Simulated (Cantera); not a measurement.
A freely propagating, adiabatic, planar premixed flame of H₂ : O₂ : N₂ = 1 : 0.417 : 1.57 (molar parts), unburnt at 425 K and 143 Torr; mixture-averaged transport, grid criteria slope 0.08 and curve 0.16, no radiation.

Computed with Cantera and the H2/O2 subset of GRI-Mech 3.0, which has no nitrogen chemistry. Burning velocities carry a grid error of a few per cent, more on coarse grids.

Task: Predict: laminar burning velocity; thermal thickness; peak x(O); peak x(H₂O₂); peak x(H).

Result: 
* **laminar burning velocity**: 389 cm/s
* **thermal thickness**: 3.64 mm
* **peak x(O)**: 0.0110
* **peak x(H₂O₂)**: 1.59e-5
* **peak x(H)**: 0.0925
